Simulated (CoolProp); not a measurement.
Saturation properties of R1132(E).

Model: reference Helmholtz-energy equation of state, Akasaka 2024, in CoolProp.

```
T (K)  p (bar)  vapour density (kg/m³)  enthalpy of vaporisation (kJ/kg)  liquid cp (kJ/(kg K))
-----  -------  ----------------------  --------------------------------  ---------------------
250.7    3.790                   12.71                             277.8                  1.676
257.8    4.909                   16.31                             269.8                  1.693
264.9    6.261                   20.67                             261.4                  1.714
271.9    7.850                   25.83                             252.7                  1.741
279      9.751                   32.11                             243.4                  1.775
286.1    11.97                   39.63                             233.4                  1.818
293.1    14.51                   48.48                             222.8                  1.872
300.2    17.47                   59.26                             211.1                  1.942
307.3    20.85                   72.29                             198.3                  2.034
314.3    24.64                   87.96                             184.3                  2.156
321.4    28.99                   107.7                             168.2                  2.336
328.5    33.89                   133.2                             149.4                  2.626
```
